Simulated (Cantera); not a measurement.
Charge: 1 mol C, a varied amount of O2, 0.65 mol N2, held at 1498.15 K and 1 atm.

These are equilibrium values from Cantera (NASA tables, ideal gas, pure condensed phases), not measurements of a reactor. Candidate condensed phases: C; 24 gas species. Kinetics and transport are ignored.

Question: Which condensed phases are stable at each of these points (n(O2) (mol)): 0.035, 0.05, 0.072, 0.1, 0.15, 0.21, 0.3, 0.43, 0.62, 0.88, 1.3, 1.8?

Answer: 
```json
[
 {"n(O2) (mol)": "0.035", "condensed phases": "C(graphite)", "C condensed (%)": "93.0"},
 {"n(O2) (mol)": "0.05", "condensed phases": "C(graphite)", "C condensed (%)": "90.0"},
 {"n(O2) (mol)": "0.072", "condensed phases": "C(graphite)", "C condensed (%)": "85.6"},
 {"n(O2) (mol)": "0.1", "condensed phases": "C(graphite)", "C condensed (%)": "80.0"},
 {"n(O2) (mol)": "0.15", "condensed phases": "C(graphite)", "C condensed (%)": "70.0"},
 {"n(O2) (mol)": "0.21", "condensed phases": "C(graphite)", "C condensed (%)": "58.0"},
 {"n(O2) (mol)": "0.3", "condensed phases": "C(graphite)", "C condensed (%)": "40.0"},
 {"n(O2) (mol)": "0.43", "condensed phases": "C(graphite)", "C condensed (%)": "14.0"},
 {"n(O2) (mol)": "0.62", "condensed phases": "gas only", "C condensed (%)": "0.0"},
 {"n(O2) (mol)": "0.88", "condensed phases": "gas only", "C condensed (%)": "0.0"},
 {"n(O2) (mol)": "1.3", "condensed phases": "gas only", "C condensed (%)": "0.0"},
 {"n(O2) (mol)": "1.8", "condensed phases": "gas only", "C condensed (%)": "0.0"}
]
```

From 0.035 mol O2 to 0.43 mol O2 the condensed part is C(graphite). From 0.62 mol O2 to 1.8 mol O2 nothing is condensed.
